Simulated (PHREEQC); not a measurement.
## City or well water: speciation

Model water analysis in mg/L, 25 °C, pH 6.59, pe 11.7:

```json
[
 {"constituent": "Na", "mg/L": "28.4"},
 {"constituent": "K", "mg/L": "63.8"},
 {"constituent": "Ca", "mg/L": "95.6"},
 {"constituent": "Mg", "mg/L": "11"},
 {"constituent": "Cl", "mg/L": "87"},
 {"constituent": "S(6) as SO4", "mg/L": "169"},
 {"constituent": "Alkalinity as HCO3", "mg/L": "139"},
 {"constituent": "Sr", "mg/L": "1.54"}
]
```

Valence states are taken as typed.

All values are PHREEQC results (ion-association model, phreeqc.dat), not measurements.

This is a speciation only: nothing precipitates in the calculation.

Task: What ionic strength, charge-balance error does the model give?

Result: ionic strength 0.0118 mol/kgw; charge-balance error 2.1 %.

Task: In which forms is Sr present?

Result: Sr+2 88 %, SrSO4 10 %, SrHCO3+ 1.9 % of the Sr.

Complexes and solids missing from the database can't appear.
